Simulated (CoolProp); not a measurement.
Vapour-liquid equilibrium of propylene (1) + R22 (2) at 266.9 K; x and y are mole fractions of (1).

Values from CoolProp's multi-fluid Helmholtz-energy mixture model, Lemmon 2013 and Kamei 1995; pair parameters Bell 2016.

```csv
x,"bubble pressure, mixture model (MPa)","bubble pressure, Raoult's law (MPa)","y, mixture model","y, Raoult's law"
0.05,0.4169,0.4081,0.075,0.059
0.2,0.4473,0.4199,0.260,0.230
0.35,0.4687,0.4316,0.408,0.391
0.5,0.4828,0.4433,0.539,0.544
0.65,0.4905,0.4551,0.665,0.689
0.8,0.4919,0.4668,0.796,0.827
0.95,0.4862,0.4785,0.944,0.958
```

The largest gap from Raoult's law is +8.9 % in bubble pressure, at x = 0.5. y crosses x between x = 0.65 and 0.8: the model has an azeotrope there.

The pair parameters rest on a limited set of measurements; away from them the model extrapolates.
